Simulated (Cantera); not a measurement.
An isothermal, constant-pressure homogeneous reactor starts with 0.259 % H₂, 99.7 % O₂, equivalence ratio 0.0013, at 1450 K and 1330 Pa.

Computed with Cantera and GRI-Mech 3.0 (53 species, 325 reactions). Radical loss at walls, strong at low pressure, is not modelled.

### Question
Predict: x(H₂) at 1.00 s; x(O₂) at 1.00 s; x(OH) at 1.00 s; x(O) at 1.00 s; x(H) at 1.00 s; x(H₂O) at 1.00 s.

### Answer
- x(H₂) at 1.00 s = 1.79e-6 (gas-phase equilibrium 2.13e-8)
- x(O₂) at 1.00 s = 0.996 (gas-phase equilibrium 0.997)
- x(OH) at 1.00 s = 0.000319 (gas-phase equilibrium 3.49e-5)
- x(O) at 1.00 s = 0.00155 (gas-phase equilibrium 1.75e-5)
- x(H) at 1.00 s = 9.78e-6 (gas-phase equilibrium 1.20e-8)
- x(H₂O) at 1.00 s = 0.00243 (gas-phase equilibrium 0.00258)
